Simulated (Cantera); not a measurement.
An adiabatic, constant-pressure homogeneous reactor starts with CH4 : O2 : N2 = 1 : 4.55 : 17.1 (molar parts), equivalence ratio 0.44, at 1525 K and 0.250 bar.

Cantera simulation using GRI-Mech 3.0 (53 species, 325 reactions); the numbers are that mechanism's predictions, not measurements.

Q: Predict: time of steepest temperature rise; temperature at 3.00 s; equilibrium temperature; x(O2) at 3.00 s; x(NO) at 3.00 s; x(CO) at 3.00 s.

A: 
- time of steepest temperature rise: 2.37 ms
- temperature at 3.00 s: 2323 K
- equilibrium temperature: 2323 K
- x(O2) at 3.00 s: 0.105 (gas-phase equilibrium 0.105)
- x(NO) at 3.00 s: 0.0113 (gas-phase equilibrium 0.0113)
- x(CO) at 3.00 s: 0.00338 (gas-phase equilibrium 0.00338)
